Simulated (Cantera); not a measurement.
Mixture: CO : H₂ : O₂ : N₂ = 1 : 0.064 : 0.38 : 1.43 (molar parts), equivalence ratio 1.4, at 3750 Torr, adiabatic and at constant pressure. Ignition delay is the time to a rise of 400 K.

Computed with Cantera and GRI-Mech 3.0 (53 species, 325 reactions). The hydrogen kinetics of GRI-Mech 3.0 are dated; newer H2 mechanisms differ, most at raised pressure. Below about 950 K walls govern HO2 and H2O2 in real vessels.

Q: What does this change do: 0.013 parts H2O added?

A: 
| quantity | before | after |
|---|---|---|
| delay at 850 K | 0.268 s | 0.277 s |
| delay at 925 K | 23.2 ms | 24.2 ms |
| delay at 1000 K | 2.81 ms | 2.98 ms |
| delay at 1075 K | 0.391 ms | 0.424 ms |
| delay at 1150 K | 78.5 µs | 83.6 µs |
| delay at 1225 K | 33.0 µs | 34.0 µs |
| delay at 1300 K | 20.0 µs | 20.3 µs |
| apparent activation energy between 1150 and 1300 K | 110 kJ/mol | 120 kJ/mol |
